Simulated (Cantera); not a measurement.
An isothermal, constant-pressure homogeneous reactor starts with CH₄ : N₂ = 1 : 140 (molar parts), at 1900 K and 0.132 atm.

Model: GRI-Mech 3.0 (53 species, 325 reactions), integrated in Cantera. GRI-Mech 3.0 stops at C3 and has no aromatics, soot or wall deposition, so with more carbon than oxygen in the feed, carbon stays in small species such as C2H2 where larger ones or solid carbon would form.

Problem. Predict: x(CH₄) at 20.0 s; x(C₂H) at 20.0 s; x(H) at 20.0 s; x(C₂H₄) at 20.0 s; x(HCN) at 20.0 s.

Solution. 
```json
{
  "x(CH₄) at 20.0 s": "3.45e-8 (gas-phase equilibrium 4.30e-8)",
  "x(C₂H) at 20.0 s": "9.68e-7 (gas-phase equilibrium 3.11e-8)",
  "x(H) at 20.0 s": "0.000224 (gas-phase equilibrium 0.000224)",
  "x(C₂H₄) at 20.0 s": "5.82e-8 (gas-phase equilibrium 1.87e-9)",
  "x(HCN) at 20.0 s": "0.000112 (gas-phase equilibrium 0.00682)"
}
```
